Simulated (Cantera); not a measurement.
Thermodynamics of hydrogen reduction and annealing atmospheres, feed Fe₃O₄ + H₂ + H₂O

Charge: 1 mol Fe₃O₄, 0.3 mol H₂, 0.082 mol H₂O, held at 0.000310 bar.

Equilibrium computed with Cantera from the NASA thermochemical tables; the gas is ideal and each condensed phase is pure. Candidate condensed phases: Fe, FeO, Fe(OH)₂, Fe(OH)₃, Fe₂O₃, Fe₃O₄, H₂O; 12 gas species. Mutual solubility and eutectic melting of coexisting phases are not modelled. The tables' stoichiometric FeO is somewhat more stable than real wüstite, so its field is too wide. FeO: taken at fixed stoichiometry. The numbers say what is thermodynamically allowed, not how fast it happens.

From 1200 K to 1600 K the condensed part is FeO(s) + Fe₃O₄(s). From 1650 K to 1700 K the condensed part is FeO(l) + Fe₃O₄(s). The main Fe-bearing gas is Fe(OH)₂ at 1200 K and Fe at 1700 K.

```json
[
 {"T (K)": "1200", "log p H₂O": "-3.53", "log p H₂": "-4.93", "log p O₂": "-12.98", "log p OH": "-9.86", "log p H": "-9.17", "log p O": "-14.09", "log p Fe": "-12.27", "log p FeO": "-13.96", "n FeO(s)": "0.856", "n Fe₃O₄(s)": "0.715", "n FeO(l)": "0"},
 {"T (K)": "1250", "log p H₂O": "-3.52", "log p H₂": "-4.99", "log p O₂": "-11.99", "log p OH": "-9.33", "log p H": "-8.81", "log p O": "-13.16", "log p Fe": "-11.59", "log p FeO": "-13.08", "n FeO(s)": "0.862", "n Fe₃O₄(s)": "0.713", "n FeO(l)": "0"},
 {"T (K)": "1300", "log p H₂O": "-3.52", "log p H₂": "-5.04", "log p O₂": "-11.08", "log p OH": "-8.84", "log p H": "-8.48", "log p O": "-12.29", "log p Fe": "-10.97", "log p FeO": "-12.28", "n FeO(s)": "0.867", "n Fe₃O₄(s)": "0.711", "n FeO(l)": "0"},
 {"T (K)": "1350", "log p H₂O": "-3.52", "log p H₂": "-5.09", "log p O₂": "-10.23", "log p OH": "-8.39", "log p H": "-8.17", "log p O": "-11.49", "log p Fe": "-10.39", "log p FeO": "-11.53", "n FeO(s)": "0.870", "n Fe₃O₄(s)": "0.710", "n FeO(l)": "0"},
 {"T (K)": "1400", "log p H₂O": "-3.52", "log p H₂": "-5.14", "log p O₂": "-9.45", "log p OH": "-7.96", "log p H": "-7.88", "log p O": "-10.75", "log p Fe": "-9.86", "log p FeO": "-10.84", "n FeO(s)": "0.873", "n Fe₃O₄(s)": "0.709", "n FeO(l)": "0"},
 {"T (K)": "1450", "log p H₂O": "-3.52", "log p H₂": "-5.18", "log p O₂": "-8.71", "log p OH": "-7.57", "log p H": "-7.62", "log p O": "-10.05", "log p Fe": "-9.37", "log p FeO": "-10.20", "n FeO(s)": "0.876", "n Fe₃O₄(s)": "0.708", "n FeO(l)": "0"},
 {"T (K)": "1500", "log p H₂O": "-3.52", "log p H₂": "-5.23", "log p O₂": "-8.03", "log p OH": "-7.20", "log p H": "-7.37", "log p O": "-9.41", "log p Fe": "-8.91", "log p FeO": "-9.60", "n FeO(s)": "0.878", "n Fe₃O₄(s)": "0.707", "n FeO(l)": "0"},
 {"T (K)": "1550", "log p H₂O": "-3.52", "log p H₂": "-5.27", "log p O₂": "-7.39", "log p OH": "-6.86", "log p H": "-7.13", "log p O": "-8.80", "log p Fe": "-8.48", "log p FeO": "-9.04", "n FeO(s)": "0.880", "n Fe₃O₄(s)": "0.707", "n FeO(l)": "0"},
 {"T (K)": "1600", "log p H₂O": "-3.52", "log p H₂": "-5.30", "log p O₂": "-6.78", "log p OH": "-6.54", "log p H": "-6.92", "log p O": "-8.23", "log p Fe": "-8.09", "log p FeO": "-8.52", "n FeO(s)": "0.883", "n Fe₃O₄(s)": "0.706", "n FeO(l)": "0"},
 {"T (K)": "1650", "log p H₂O": "-3.52", "log p H₂": "-5.34", "log p O₂": "-6.22", "log p OH": "-6.23", "log p H": "-6.71", "log p O": "-7.69", "log p Fe": "-7.71", "log p FeO": "-8.04", "n FeO(s)": "0", "n Fe₃O₄(s)": "0.704", "n FeO(l)": "0.888"},
 {"T (K)": "1700", "log p H₂O": "-3.52", "log p H₂": "-5.44", "log p O₂": "-5.55", "log p OH": "-5.92", "log p H": "-6.55", "log p O": "-7.12", "log p Fe": "-7.45", "log p FeO": "-7.60", "n FeO(s)": "0", "n Fe₃O₄(s)": "0.697", "n FeO(l)": "0.910"}
]
```
log p: log10 of the partial pressure in bar; n: condensed amount in mol.
